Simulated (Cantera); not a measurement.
Mixture: CH₄ : CO : O₂ : N₂ = 1 : 0.23 : 3.65 : 13.7 (molar parts), equivalence ratio 0.58, at 10.0 bar, adiabatic and at constant volume. Ignition delay is the time to a rise of 400 K.

Detailed kinetics in Cantera: GRI-Mech 3.0 (53 species, 325 reactions).

| quantity | before | after |
|---|---|---|
| delay at 1175 K | 5.92 ms | 2.02 ms |
| delay at 1275 K | 1.62 ms | 0.557 ms |
| delay at 1375 K | 0.516 ms | 0.186 ms |
| delay at 1475 K | 0.187 ms | 70.9 µs |
| delay at 1575 K | 75.2 µs | 30.1 µs |
| delay at 1675 K | 33.7 µs | 13.9 µs |
| delay at 1775 K | 16.6 µs | 6.91 µs |
| apparent activation energy between 1575 and 1775 K | 180 kJ/mol | 170 kJ/mol |

### Question
What was changed between the two runs?
(A) pressure from 10.0 bar to 2.40 bar
(B) pressure from 10.0 bar to 30.0 bar
(C) CO 0.23 to 0.58 parts
(D) CO 0.23 to 0.083 parts

### Answer
B, pressure from 10.0 bar to 30.0 bar
